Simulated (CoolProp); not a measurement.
Vapour-liquid equilibrium of R152A (1) + R113 (2) at 300 kPa; x and y are mole fractions of (1).

Values from CoolProp's multi-fluid Helmholtz-energy mixture model, Outcalt 1996 and Marx 1992; pair parameters Bell 2016.

```
x      bubble temperature, mixture model (°C)  bubble temperature, Raoult's law (°C)  y, mixture model  y, Raoult's law
-----  --------------------------------------  -------------------------------------  ----------------  ---------------
0.05                                     65.9                                   71.9             0.407            0.328
0.125                                    46.3                                   57.7             0.690            0.592
0.2                                      34.2                                   47.3             0.807            0.733
0.275                                    26.5                                   39.2             0.864            0.816
0.35                                     21.3                                   32.7             0.896            0.870
0.425                                    17.7                                   27.4             0.915            0.906
0.5                                      15.1                                   22.8             0.929            0.931
0.575                                    13.0                                   18.9             0.939            0.950
0.65                                     11.2                                   15.5             0.948            0.965
0.725                                     9.7                                   12.4             0.957            0.976
0.8                                       8.1                                    9.7             0.966            0.984
0.875                                     6.5                                    7.2             0.977            0.991
0.95                                      4.8                                    5.0             0.990            0.997
```

The largest gap from Raoult's law is -13.1 K in bubble temperature, at x = 0.2. No azeotrope shows between x = 0.05 and 0.95.

Pair parameters are fitted to limited data, so mixtures are less certain than the pure fluids.
